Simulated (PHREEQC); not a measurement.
Consider water at 25 °C with 0.0043 mol Pb(NO3)2 and 0.00012 mol HNO3 per kg of water. Closed to the air; pH follows from the charge balance.

The numbers come from PHREEQC with the ion-association model, phreeqc.dat.

```json
[
 {"quantity": "pH", "before": "3.96", "after": "5.12"},
 {"quantity": "NO3- (mol/kgw)", "before": "0.00841", "after": "0.00852"}
]
```

Q: Name the change that produced these shifts.
(A) temperature from 25 to 30 °C
(B) HNO3 from 0.00012 to 0.00018 mol/kgw
(C) diluted 100-fold with water
(D) HNO3 replaced by Ca(NO3)2 at the same molality
(E) HNO3 from 0.00012 to 0.0012 mol/kgw

A: D, HNO3 replaced by Ca(NO3)2 at the same molality

This is a speciation only: nothing precipitates in the calculation.
